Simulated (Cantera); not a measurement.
# Counterflow diffusion flame

A counterflow diffusion flame at 101000 Pa, nozzles 20 mm apart: fuel side CH₄ : C₂H₆ : C₃H₈ = 1 : 0.77 : 1.1 (molar parts) at 400 K, oxidiser side O₂ : N₂ = 0.2 : 0.8 (molar parts) at 548 K, fuel mass flux 1.4 times the oxidiser's; mixture-averaged transport, no radiation.

Model: GRI-Mech 3.0 (53 species, 325 reactions), integrated in Cantera. GRI-Mech 3.0 was tuned for natural gas; its chemistry of propane as a main component is partial and can be far from experiment. GRI-Mech 3.0 has no aromatics or soot, which form on the fuel side of real flames. The maximum strain rate includes the flame's own expansion and is several times the mean.

| oxidiser flux (kg/m²/s) | max strain (1/s) | mean strain (1/s) | T max (K) | peak x OH | peak x H | peak x NO | peak x CO | peak x C₂H₂ |
|---|---|---|---|---|---|---|---|---|
| 0.25 | 223 | 38.3 | 2073 | 0.00738 | 0.00424 | 0.000258 | 0.0578 | 0.0329 |
| 0.33 | 288 | 50.6 | 2056 | 0.00734 | 0.00446 | 0.000241 | 0.0576 | 0.0314 |
| 0.44 | 375 | 67.4 | 2040 | 0.00730 | 0.00469 | 0.000223 | 0.0576 | 0.0300 |
| 0.58 | 484 | 88.9 | 2025 | 0.00724 | 0.00490 | 0.000204 | 0.0576 | 0.0286 |
| 0.76 | 622 | 116 | 2009 | 0.00716 | 0.00510 | 0.000185 | 0.0578 | 0.0271 |
| 1 | 800 | 153 | 1991 | 0.00701 | 0.00527 | 0.000162 | 0.0580 | 0.0255 |
| 1.3 | 1020 | 199 | 1972 | 0.00681 | 0.00538 | 0.000140 | 0.0585 | 0.0238 |
| 1.7 | 1300 | 260 | 1951 | 0.00654 | 0.00544 | 0.000115 | 0.0592 | 0.0218 |
| 2.3 | 1710 | 352 | 1921 | 0.00611 | 0.00539 | 8.69e-5 | 0.0603 | 0.0192 |
| 3 | 2180 | 460 | 1889 | 0.00560 | 0.00519 | 6.20e-5 | 0.0617 | 0.0165 |
x: mole fraction; the columns are a selection and need not sum to one.
